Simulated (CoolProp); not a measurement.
Properties of R236FA along the isotherm 400 K (Tc = 398.1 K, pc = 3191 kPa, ω = 0.377).

The numbers come from the reference Helmholtz-energy equation of state, Pan 2012 in CoolProp.

```csv
p (kPa),phase,cp (kJ/(kg K)),expansivity (1/kK),viscosity (µPa s),conductivity (mW/(m K))
101,gas,0.9941,2.602,14.8,21.9
179,gas,0.9985,2.686,14.8,21.9
319,gas,1.007,2.846,14.8,21.9
567,gas,1.024,3.167,14.9,22.1
1010,gas,___,___,15.1,22.4
1790,gas,1.176,6.176,___,23.6
3190,gas,4.115,66.68,23.3,39.2
5670,supercritical,1.638,7.694,89.2,50.7
10100,supercritical,1.421,4.068,116,56.6
17900,supercritical,1.330,2.645,150,63.1
31900,supercritical,1.280,1.854,199,71.0
```

Q: Complete the blanks.

A: 
- 1010, cp (kJ/(kg K)): 1.062
- 1010, expansivity (1/kK): 3.906
- 1790, viscosity (µPa s): 15.8

Viscosity comes from a separate model (Huber 2003), an estimate that may be off by 10 % or more. Thermal conductivity comes from a separate model (Huber 2003), an estimate that may be off by 10 % or more.
